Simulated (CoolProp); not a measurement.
Computed with CoolProp (reference Helmholtz-energy equation of state, Gao 2020).

Q: Give the vapour pressure (MPa), liquid density (kg/m³), vapour density (kg/m³), liquid conductivity (mW/(m K)) of saturated ammonia at 228.1, 245.2, 262.4 K.

A: 
```json
[
 {"T (K)": "228.1", "p (MPa)": "0.0543", "liquid density (kg/m³)": "696", "vapour density (kg/m³)": "0.497", "liquid conductivity (mW/(m K))": "704"},
 {"T (K)": "245.2", "p (MPa)": "0.132", "liquid density (kg/m³)": "675", "vapour density (kg/m³)": "1.14", "liquid conductivity (mW/(m K))": "647"},
 {"T (K)": "262.4", "p (MPa)": "0.282", "liquid density (kg/m³)": "653", "vapour density (kg/m³)": "2.32", "liquid conductivity (mW/(m K))": "592"}
]
```

Thermal conductivity comes from a separate model (Tufeu 1984).
